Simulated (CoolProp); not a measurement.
Properties of fluorine along the isobar 4.12 MPa.

Computed with CoolProp (reference Helmholtz-energy equation of state, de Reuck 1990).

```csv
T (K),phase,Z,speed of sound (m/s),fugacity coefficient
143.3,gas,0.6314,171.9,0.7375
159,gas,0.7742,198.1,0.8129
174.6,gas,0.8440,215.9,0.8617
190.3,gas,0.8873,230.5,0.8958
206,gas,0.9164,243.2,0.9204
221.6,gas,0.9367,254.5,0.9385
237.3,gas,0.9518,264.9,0.9524
253,gas,0.9631,274.7,0.9631
268.7,gas,0.9718,283.8,0.9716
284.3,gas,0.9786,292.4,0.9783
300,gas,0.9841,300.7,0.9838
```
